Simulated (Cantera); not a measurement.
**Tantalum, niobium, vanadium and zirconium in process gases: V + O2 + H2**

Charge: 1 mol V, 0.93 mol O2, 5.5 mol H2, at 1775 °C.

Equilibrium computed with Cantera from the NASA thermochemical tables; the gas is ideal and each condensed phase is pure. Candidate condensed phases: H2O, V, VO, V2O3, V2O4, V2O5; 12 gas species. Condensed phases not in the tables: the oxides between V2O3 and V2O5 other than VO2. Rates play no part.

From 0.100 Pa to 2.50 Pa nothing is condensed. From 63.0 Pa to 1000000 Pa the condensed part is V2O3(s). The main V-bearing gas is VO2 throughout.

```
P (Pa)    x H2       x H    x VO2    x H2O      x VO       x O      x OH       x V  n V2O3(s)
-------  -----  --------  -------  -------  --------  --------  --------  --------  ---------
0.100    0.120     0.777   0.0707  0.00197    0.0216   0.00647   0.00139  0.000650          0
2.50     0.533     0.327    0.101  0.00983    0.0273  0.000291  0.000658  0.000730          0
63       0.826    0.0812   0.0494   0.0369   0.00555   2.80e-5  0.000395   6.12e-5      0.333
1600     0.917    0.0170  0.00242   0.0635  0.000175   1.71e-6  0.000128   1.25e-6      0.493
40000    0.931   0.00342  9.75e-5   0.0653   6.98e-6   6.92e-8   2.61e-5   4.90e-8      0.500
1000000  0.934  0.000685  3.90e-6   0.0654   2.79e-7   2.77e-9   5.23e-6   1.96e-9      0.500
```
x: gas mole fraction; n: condensed amount in mol.
